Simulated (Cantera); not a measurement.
Mixture: CH4 : O2 : N2 = 1 : 1.67 : 10.7 (molar parts), at 1.01 bar, adiabatic and at constant pressure. Ignition delay is the time to a rise of 400 K.

Computed with Cantera and GRI-Mech 3.0 (53 species, 325 reactions).

Task: Predict: delay at 1148 K; delay at 1298 K; delay at 1448 K; delay at 1598 K; apparent activation energy between 1523 and 1673 K.

Result: 
```json
{
 "delay at 1148 K": "0.180 s",
 "delay at 1298 K": "22.1 ms",
 "delay at 1448 K": "3.52 ms",
 "delay at 1598 K": "0.754 ms",
 "apparent activation energy between 1523 and 1673 K": "190 kJ/mol"
}
```
